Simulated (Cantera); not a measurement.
# Reactions in the system F-S

Cantera with NASA thermochemical tables; ideal gases at 1 bar, condensed phases pure. Values are per mole of reaction as written; species without (g) are pure solids or liquids, kept so even where they would boil at 1 bar.

S + 2 SF6(g) → 3 SF4(g)

| T (K) | ΔH° (kJ) | ΔS° (J/K) | ΔG° (kJ) | log10 K | condensed phases |
|---|---|---|---|---|---|
| 300 | 151.5 | 283.9 | 66.3 | -11.55 | S(s) |
| 523 | 148.6 | 277.6 | 3.5 | -0.35 | S(l) |
| 573 | 147.8 | 276.0 | -10.4 | 0.95 | S(l) |
| 623 | 147.0 | 274.7 | -24.1 | 2.02 | S(l) |
| 673 | 146.3 | 273.6 | -37.9 | 2.94 | S(l) |
| 723 | 145.6 | 272.6 | -51.5 | 3.72 | S(l) |
| 773 | 144.9 | 271.7 | -65.1 | 4.40 | S(l) |
| 823 | 144.1 | 270.7 | -78.7 | 4.99 | S(l) |
| 873 | 143.2 | 269.6 | -92.2 | 5.52 | S(l) |
| 923 | 142.2 | 268.5 | -105.6 | 5.98 | S(l) |
